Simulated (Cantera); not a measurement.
# Transport properties of process gases

Gas mixture: H2O = 0.41 (molar parts), at 640 Pa, frozen composition.

Cantera's kinetic-theory transport with the Lennard-Jones parameters of GRI-Mech 3.0, ideal gas; thermal conductivity in the mixture-averaged form. Polar gases are described roughly by these parameters.

| T (K) | ρ (kg/m³) | cp (J/kg/K) | μ (µPa s) | λ (mW/m/K) | Pr | D (cm²/s) CH3 | D (cm²/s) CO2 | D (cm²/s) O |
|---|---|---|---|---|---|---|---|---|
| 400 | 0.00347 | 1902 | 14.0 | 37.0 | 0.718 | 64.9 | 45.3 | 102 |
| 500 | 0.00277 | 1955 | 17.7 | 48.2 | 0.718 | 99.1 | 70.4 | 154 |
| 600 | 0.00231 | 2016 | 21.5 | 60.4 | 0.718 | 139 | 100 | 214 |
| 700 | 0.00198 | 2082 | 25.2 | 73.4 | 0.716 | 184 | 134 | 281 |
| 800 | 0.00173 | 2150 | 29.0 | 87.3 | 0.714 | 234 | 172 | 355 |
| 900 | 0.00154 | 2220 | 32.6 | 102 | 0.712 | 288 | 214 | 435 |
| 1000 | 0.00139 | 2292 | 36.2 | 117 | 0.712 | 347 | 259 | 522 |
| 1100 | 0.00126 | 2366 | 39.8 | 132 | 0.713 | 409 | 307 | 614 |
D: mixture-averaged diffusion coefficient of that species in the mixture.
